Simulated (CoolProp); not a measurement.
Model: reference Helmholtz-energy equation of state, Bücker 2006, in CoolProp.

Task: Give the vapour pressure (MPa), vapour density (kg/m³), liquid viscosity (µPa s), vapour viscosity (µPa s) of saturated ethane at 185.1, 209.9, 267.9 K.

Result: 
```csv
T (K),p (MPa),vapour density (kg/m³),liquid viscosity (µPa s),vapour viscosity (µPa s)
185.1,0.104,2.11,165,5.90
209.9,0.332,6.22,123,6.73
267.9,2.10,39.6,62.7,9.38
```

Viscosity comes from a separate model (Friend 1991).
